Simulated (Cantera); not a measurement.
Charge: 1 mol FeS₂, 340 mol H₂, 0.084 mol H₂O, at 1823 K.

Cantera equilibrium calculation (NASA polynomials, part measured and part estimated; ideal gas, pure solids and liquids). Candidate condensed phases: Fe, FeO, Fe(OH)₂, Fe(OH)₃, FeS, FeSO₄, FeS₂, Fe₂O₃, Fe₂(SO₄)₃, Fe₃O₄, H₂O, H₂SO₄, S; 22 gas species. The numbers say what is thermodynamically allowed, not how fast it happens.

Q: Which condensed phases are stable at each of these points (P (Pa)): 10, 52, 270, 1400, 7200, 37000, 190000, 1000000?

A: 
| P (Pa) | condensed phases | Fe condensed (%) |
|---|---|---|
| 10 | gas only | 0.0 |
| 52 | gas only | 0.0 |
| 270 | gas only | 0.0 |
| 1400 | Fe(l) | 0.5 |
| 7200 | Fe(l) | 80.7 |
| 37000 | Fe(l) | 96.3 |
| 190000 | Fe(l) | 99.3 |
| 1000000 | Fe(l) | 99.9 |

From 0.000100 bar to 0.00270 bar nothing is condensed. From 0.0140 bar to 10.0 bar the condensed part is Fe(l).
